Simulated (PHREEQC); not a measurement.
## Acid rinse or clean: speciation

Solution (9.5 °C): 28 mmol/kgw H2SO4, 0.052 mmol/kgw FeCl3 and 2.1 mmol/kgw MnSO4. Closed to the air; pH follows from the charge balance.

The numbers come from PHREEQC with the ion-association model, wateq4f.dat.

Each row changes one thing in this solution. No solid was allowed to form.

```tsv
case	pH	ionic strength (mol/kgw)	HSO4- (mol/kgw)	SO4-2 (mol/kgw)	FeSO4+ (mol/kgw)	FeHSO4+2 (mol/kgw)	SI of Hematite (Fe2O3)	SI of Goethite (FeOOH)
as made	1.48	0.0567	0.0168	0.0127	3.79e-5	6.51e-6	-0.68	-1.31
diluted 10-fold with water	2.34	0.00794	0.000597	0.00238	4.14e-6	___	+3.73	+0.90
H2SO4 replaced by Na2SO4 at the same molality	4.46	0.0842	3.31e-5	0.0267	6.95e-6	1.34e-9	+15.20	+6.64
FeCl3 from 5.2e-05 to 2.6e-05 mol/kgw	1.48	0.0567	0.0168	0.0127	1.89e-5	3.26e-6	-1.28	-1.61
H2SO4 left out	4.17	0.00764	6.87e-6	0.00186	3.34e-6	8.29e-10	+14.76	+6.41
MnSO4 replaced by KHSO4 at the same molality	1.46	0.0555	0.0174	0.0126	3.77e-5	6.71e-6	-0.78	-1.36
MnSO4 replaced by Al2(SO4)3 at the same molality	1.48	0.0594	0.0170	0.0132	3.78e-5	6.50e-6	-0.68	-1.31
MnSO4 left out	1.47	0.0517	0.0161	0.0118	3.80e-5	6.54e-6	-0.68	-1.31
MnSO4 replaced by (NH4)2SO4 at the same molality	1.48	0.0559	0.0169	0.0129	3.79e-5	___	-0.68	-1.31
```

Some entries are withheld; supply them.


- diluted 10-fold with water, FeHSO4+2 (mol/kgw): 7.05e-8
- MnSO4 replaced by (NH4)2SO4 at the same molality, FeHSO4+2 (mol/kgw): 6.48e-6

Some of these states are supersaturated (in Hematite (slow to form), Goethite (slow to form), Jarosite-Na, for instance). Away from 25 °C the constants follow the database's enthalpies or fits; those with neither stay at their 25 °C values.
